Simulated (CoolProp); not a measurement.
50 sccm (0 °C, 1 atm) of nitrogen bubbles through liquid 1,2-dichloroethane at 337.1 K and leaves saturated at a total pressure of 0.15 MPa (ideal gas phase). Each further row changes one setting.

The numbers come from the reference Helmholtz-energy equation of state, Thol 2015 in CoolProp.

```csv
case,vapour pressure (kPa),mole fraction of vapour,delivery (mg/min),delivery (sccm),change of delivery for a bath 1 K warmer (%)
as stated,52.6,0.351,119,27.0,5.7
bath temperature 342.1 K,62.8,0.418,159,36.0,6.2
total pressure 0.3 MPa,52.6,0.175,47.0,10.6,4.4
```
